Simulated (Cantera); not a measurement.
A closed system holds: 1 mol CH₃Cl, 1.1 mol CH₄, 5.8 mol H₂, at 42.0 mbar.

Method: chemical equilibrium by Gibbs-energy minimisation in Cantera with the NASA 1993 tables (ideal gas, pure condensed phases). Candidate condensed phases: C, C₆H₆, C₇H₈, C₈H₁₈; 103 gas species. Ions and electrons are included (thermal ionisation). Kinetics and transport are ignored.

Task: Which condensed phases are stable at each of these points (T (°C)): 1727, 1977, 2227, 2477, 2727, 2977, 3227, 3477, 3727, 3977, 4227, 4477, 4727?

Result: 
| T (°C) | condensed phases | C condensed (%) |
|---|---|---|
| 1727 | C(graphite) | 99.3 |
| 1977 | C(graphite) | 97.2 |
| 2227 | C(graphite) | 91.2 |
| 2477 | C(graphite) | 78.0 |
| 2727 | C(graphite) | 41.8 |
| 2977 | gas only | 0.0 |
| 3227 | gas only | 0.0 |
| 3477 | gas only | 0.0 |
| 3727 | gas only | 0.0 |
| 3977 | gas only | 0.0 |
| 4227 | gas only | 0.0 |
| 4477 | gas only | 0.0 |
| 4727 | gas only | 0.0 |

From 1727 °C to 2727 °C the condensed part is C(graphite). From 2977 °C to 4727 °C nothing is condensed.
